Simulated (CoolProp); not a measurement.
A closed Brayton cycle with carbon dioxide: compressor inlet 332.15 K and 7.8 MPa, high pressure 25.3 MPa, turbine inlet 825 K, compressor efficiency 0.85, turbine efficiency 0.93, recuperator effectiveness 0.9 (on enthalpy, no pinch check). Each further row changes one setting.

Values from CoolProp's reference Helmholtz-energy equation of state, Span 1996.

```json
[
 {"case": "as stated", "thermal efficiency (%)": "33.7", "net work (kJ/kg)": "86.3", "compressor to turbine work": "0.45", "compressor exit (K)": "439.2", "turbine exit (K)": "681.4"},
 {"case": "turbine inlet 775 K", "thermal efficiency (%)": "31.3", "net work (kJ/kg)": "75.3", "compressor to turbine work": "0.48", "compressor exit (K)": "439.2", "turbine exit (K)": "[?]"},
 {"case": "compressor inlet 342.15 K", "thermal efficiency (%)": "[?]", "net work (kJ/kg)": "80.0", "compressor to turbine work": "0.49", "compressor exit (K)": "454.2", "turbine exit (K)": "681.4"},
 {"case": "high pressure 21.5 MPa", "thermal efficiency (%)": "33.3", "net work (kJ/kg)": "78.1", "compressor to turbine work": "0.43", "compressor exit (K)": "423.8", "turbine exit (K)": "[?]"},
 {"case": "recuperator effectiveness 0.5", "thermal efficiency (%)": "23.5", "net work (kJ/kg)": "86.3", "compressor to turbine work": "0.45", "compressor exit (K)": "439.2", "turbine exit (K)": "681.4"}
]
```

Some entries are withheld; supply them.


- turbine inlet 775 K, turbine exit (K): 636.6
- compressor inlet 342.15 K, thermal efficiency (%): 32.3
- high pressure 21.5 MPa, turbine exit (K): 700.6
